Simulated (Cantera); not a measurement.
Input (Python, Cantera):

```python
import numpy as np
import cantera as ct

gas = ct.Solution("gri30.yaml", transport_model="mixture-averaged")
show = ['O', 'NH3', 'H']

rows = []
print(f"{'T/K':>7s}{'rho':>11s}{'cp':>10s}{'mu':>11s}{'lambda':>11s}{'Pr':>7s}" + "".join(f"{'D_' + s:>11s}" for s in show))
for T in [400, 500, 600, 700, 800, 900, 1000]:
    gas.TPX = T, 730, {'O2': 0.76}
    Pr = gas.cp_mass * gas.viscosity / gas.thermal_conductivity
    D = [gas.mix_diff_coeffs_mole[gas.species_index(s)] for s in show]
    rows.append([gas.density, gas.cp_mass, gas.viscosity, gas.thermal_conductivity, Pr, *D])
    print(f"{T:7g}{gas.density:11.4e}{gas.cp_mass:10.1f}{gas.viscosity:11.4e}"
          f"{gas.thermal_conductivity:11.4e}{Pr:7.3f}" + "".join(f"{d:11.4e}" for d in D))
print("SI units: kg/m3, J/kg/K, Pa s, W/m/K, m2/s")
```

It prints:

```
    T/K        rho        cp         mu     lambda     Pr        D_O      D_NH3        D_H
    400 7.0235e-03     941.4 2.5629e-05 3.3852e-02  0.713 7.5427e-03 5.3487e-03 2.9489e-02
    500 5.6188e-03     971.4 3.0045e-05 4.1143e-02  0.709 1.1045e-02 8.0973e-03 4.3506e-02
    600 4.6823e-03    1002.6 3.4077e-05 4.8204e-02  0.709 1.5039e-02 1.1277e-02 5.9516e-02
    700 4.0134e-03    1031.1 3.7824e-05 5.4969e-02  0.709 1.9492e-02 1.4852e-02 7.7382e-02
    800 3.5117e-03    1054.7 4.1353e-05 6.1440e-02  0.710 2.4379e-02 1.8796e-02 9.6997e-02
    900 3.1215e-03    1073.7 4.4705e-05 6.7643e-02  0.710 2.9679e-02 2.3087e-02 1.1828e-01
   1000 2.8094e-03    1090.2 4.7912e-05 7.3608e-02  0.710 3.5377e-02 2.7708e-02 1.4116e-01
SI units: kg/m3, J/kg/K, Pa s, W/m/K, m2/s
```

Model: GRI-Mech 3.0 (53 species, 325 reactions), integrated in Cantera.
